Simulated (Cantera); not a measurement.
**Carbothermic reduction: PbO + C + CO**

Input: 1 mol PbO, 0.37 mol C, 0.011 mol CO, held at 2.30 bar.

Cantera equilibrium calculation (NASA polynomials, part measured and part estimated; ideal gas, pure solids and liquids). Candidate condensed phases: C, Pb, PbO, PbO2, Pb3O4; 15 gas species. Each liquid is taken as pure. Mutual solubility and eutectic melting of coexisting phases are not modelled. Gases not in the tables: (PbO)n polymers. Rates play no part.

| T (K) | x CO2 | x Pb | x PbO | x CO | x Pb2 | n Pb(l) | n PbO(yellow) | n PbO(l) |
|---|---|---|---|---|---|---|---|---|
| 825 | 1.000 | 6.24e-8 | 1.09e-10 | 2.00e-5 | <1e-12 | 0.751 | 0.249 | 0 |
| 925 | 1.000 | 1.16e-6 | 8.87e-9 | 5.47e-5 | 1.08e-12 | 0.751 | 0.249 | 0 |
| 1025 | 1.000 | 1.21e-5 | 2.98e-7 | 0.000124 | 5.48e-11 | 0.751 | 0.249 | 0 |
| 1125 | 1.000 | 8.23e-5 | 5.24e-6 | 0.000245 | 1.35e-9 | 0.751 | 0.249 | 0 |
| 1225 | 0.999 | 0.000406 | 4.91e-5 | 0.000504 | 1.94e-8 | 0.751 | 0 | 0.249 |
| 1325 | 0.997 | 0.00157 | 0.000300 | 0.00100 | 1.84e-7 | 0.750 | 0 | 0.249 |
| 1425 | 0.992 | 0.00498 | 0.00140 | 0.00182 | 1.26e-6 | 0.748 | 0 | 0.249 |
| 1525 | 0.978 | 0.0135 | 0.00524 | 0.00306 | 6.63e-6 | 0.745 | 0 | 0.248 |
| 1625 | 0.946 | 0.0324 | 0.0165 | 0.00474 | 2.82e-5 | 0.736 | 0 | 0.244 |
| 1725 | 0.878 | 0.0700 | 0.0449 | 0.00672 | 0.000101 | 0.718 | 0 | 0.233 |
| 1825 | 0.744 | 0.139 | 0.108 | 0.00833 | 0.000311 | 0.676 | 0 | 0.198 |
| 1925 | 0.498 | 0.255 | 0.237 | 0.00789 | 0.000848 | 0.553 | 0 | 0.0757 |
x: gas mole fraction; n: condensed amount in mol.

From 825 K to 1125 K the condensed part is Pb(l) + PbO(yellow). From 1225 K to 1925 K the condensed part is Pb(l) + PbO(l).
